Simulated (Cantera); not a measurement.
**Low-pressure radical oxidation in H2/O2**

A perfectly stirred reactor is fed with 17.4 % H2, 82.6 % O2, at 0.0267 bar; it is held at 1098 K, and followed from long to short residence time.

Detailed kinetics in Cantera: the H2/O2 subset of GRI-Mech 3.0, which has no nitrogen chemistry. Radical loss at walls, strong at low pressure, is not modelled. The temperature is held fixed by assumption; the heat of reaction is taken as removed at once.

```
τ (s)        x H2   x O2  x H2O       x O    x HO2   x H2O2
-------  --------  -----  -----  --------  -------  -------
1.8      0.000351  0.809  0.189  0.000572  6.05e-6  4.59e-7
0.76     0.000600  0.809  0.189   0.00101  8.45e-6  5.59e-7
0.32      0.00102  0.808  0.188   0.00176  1.13e-5  6.63e-7
0.14      0.00167  0.806  0.187   0.00296  1.41e-5  7.60e-7
0.057     0.00282  0.804  0.184   0.00513  1.72e-5  8.56e-7
0.024     0.00465  0.800  0.180   0.00851  1.99e-5  9.30e-7
0.010     0.00767  0.793  0.173    0.0137  2.17e-5  9.75e-7
0.0043     0.0124  0.784  0.160    0.0204  2.23e-5  9.83e-7
0.0018     0.0203  0.773  0.142    0.0276  2.17e-5  9.70e-7
0.00078    0.0332  0.766  0.119    0.0311  2.01e-5  9.76e-7
```
x: mole fraction; the columns are a selection and need not sum to one.
